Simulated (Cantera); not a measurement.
A closed system holds: 1 mol BF3, 0.082 mol H2O, 4.5 mol N2, 110 mol H2, at 850 K and 0.00133 bar.

Equilibrium computed with Cantera from the NASA thermochemical tables; the gas is ideal and each condensed phase is pure. Candidate condensed phases: B, BN, B2O3, B3O3H3, H2O; 62 gas species. N2 is the only nitrogen source here; it is nearly inert below about 1500 K, so the nitride shown seldom forms there in practice. Equilibrium is a limit: real reactors are often held back by kinetics, nucleation or transport.

Base state: H2 0.951, N2 0.0386, BF3 0.00749, HF 0.00301, H2O 0.000229, B3O3F3 0.000157 (mole fractions); condensed: BN(s).

Q: What changes in the equilibrium state with this change: temperature from 850 K to 1023 K?

A: 
```
species       before     after
----------  --------  --------
H2             0.951     0.949
N2            0.0386    0.0383
BF3          0.00749   0.00681
HF           0.00301   0.00490
BOF          9.09e-6  0.000465
BHF2         9.32e-7   1.02e-5
B3O3F3      0.000157   3.76e-5
BN(s), mol    0.0790     0.144
```

Q: What changes in the equilibrium state with this change: temperature from 850 K to 2373 K?

A: 
| species | before | after |
|---|---|---|
| H2 | 0.951 | 0.639 |
| H | <1e-9 | 0.306 |
| N2 | 0.0386 | 0.0327 |
| HF | 0.00301 | 0.0148 |
| BF | <1e-9 | 0.00654 |
| BO | <1e-9 | 0.000324 |
| B3O3F3 | 0.000157 | <1e-9 |
| BF2 | <1e-9 | 9.17e-5 |
| HBO | <1e-9 | 6.39e-5 |
| B | <1e-9 | 2.99e-5 |
| BN(s), mol | 0.0790 | 0 |
The tables' values for BF2 are old estimates; treat these amounts as uncertain.
